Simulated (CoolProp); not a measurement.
Properties of cyclohexane at several states (Tc = 553.6 K, pc = 4081 kPa, ω = 0.209).

Values from CoolProp's reference Helmholtz-energy equation of state, Zhou 2014.

```csv
T (K),p (kPa),phase,Z,cp (kJ/(kg K)),speed of sound (m/s),Joule-Thomson coefficient (K/MPa),isothermal compressibility (1/MPa),fugacity coefficient
322.6,23.1,gas,0.9887,1.400,183.5,37.97,43.79,0.9888
377.1,1470,liquid,0.05657,2.241,905.0,-0.2770,0.002296,0.1308
604.6,3670,gas,0.7265,3.056,184.3,6.856,0.3973,0.7790
555.5,13800,supercritical,0.4785,3.112,461.9,0.2377,0.01104,0.2874
```
